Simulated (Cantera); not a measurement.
Input (Python, Cantera):

```python
import numpy as np
import cantera as ct

surf = ct.Interface("diamond.yaml", "diamond_100")
gas, bulk = surf.adjacent["gas"], surf.adjacent["diamond"]
k = surf.kinetics_species_index(bulk.species_names[0])
cover = ["c6HH", "c6H*", "c6*H", "c6**", "c6HM", "c6B"]

rows, drift = [], 0.0
print(f"{'T':>10s}{'um/h':>11s}" + "".join(f"{s:>11s}" for s in cover))
for v in [925, 1000, 1075, 1150, 1225, 1300, 1375]:
    T, P, xH, xCH3 = v, 13000, 0.0026, 4e-05
    gas.TPX = T, P, {"H": xH, "CH3": xCH3, "CH4": 0.0097, "H2": 1 - xH - xCH3 - 0.0097}
    surf.TP = bulk.TP = T, P
    surf.coverages = "c6H*:0.1, c6HH:0.9"
    surf.advance_coverages(100.0)
    before = surf.coverages
    surf.advance_coverages(100.0)
    drift = max(drift, np.max(np.abs(surf.coverages - before) / (surf.coverages + 1e-9)))
    rate = surf.net_production_rates[k] * bulk.mean_molecular_weight / bulk.density * 3.6e9
    rows.append([rate, *surf[cover].coverages])
    print(f"{v:10.4g}{rate:11.4e}" + "".join(f"{x:11.3e}" for x in rows[-1][1:]))
```

Result:

```
         T       um/h       c6HH       c6H*       c6*H       c6**       c6HM        c6B
       925 1.8465e+00  6.584e-01  1.210e-02  3.097e-01  5.310e-03  1.135e-02  5.011e-09
      1000 2.6296e+00  5.916e-01  1.814e-02  3.699e-01  9.400e-03  8.002e-03  7.136e-09
      1075 3.1716e+00  5.306e-01  2.513e-02  4.215e-01  1.504e-02  5.222e-03  8.606e-09
      1150 2.7664e+00  4.776e-01  3.276e-02  4.634e-01  2.209e-02  2.587e-03  7.507e-09
      1225 1.7129e+00  4.326e-01  4.064e-02  4.950e-01  3.012e-02  8.516e-04  4.648e-09
      1300 1.1262e+00  3.957e-01  4.843e-02  5.168e-01  3.848e-02  2.226e-04  3.056e-09
      1375 9.7546e-01  3.669e-01  5.593e-02  5.303e-01  4.654e-02  5.573e-05  2.647e-09
```

Computed with Cantera and the Harris–Goodwin 1993 mechanism for the reconstructed diamond (100) surface.
